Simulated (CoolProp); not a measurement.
The fluid at 298.15 K and 4.91 MPa (stagnation) flows isentropically through a choked orifice. The same conditions are run with several fluids, on thermodynamics alone (safety and materials aside).

Computed with CoolProp (reference Helmholtz-energy equation of state of each fluid (CF4 (R14): Platzer 1990; carbon monoxide: Lemmon 2006; methane: Setzmann 1991; normal hydrogen: Leachman 2009; nitrogen: Span 2000)). The equations of Platzer and Polt are older, rougher fits.

```json
[
 {"fluid": "CF4 (R14)", "throat to inlet pressure ratio": "0.578", "mass flux (kg/(m² s))": "20500", "throat temperature (K)": "270.6"},
 {"fluid": "carbon monoxide", "throat to inlet pressure ratio": "0.521", "mass flux (kg/(m² s))": "11500", "throat temperature (K)": "246.1"},
 {"fluid": "methane", "throat to inlet pressure ratio": "0.540", "mass flux (kg/(m² s))": "8780", "throat temperature (K)": "254.8"},
 {"fluid": "normal hydrogen", "throat to inlet pressure ratio": "0.520", "mass flux (kg/(m² s))": "3020", "throat temperature (K)": "246.5"},
 {"fluid": "nitrogen", "throat to inlet pressure ratio": "0.521", "mass flux (kg/(m² s))": "11500", "throat temperature (K)": "246.3"}
]
```
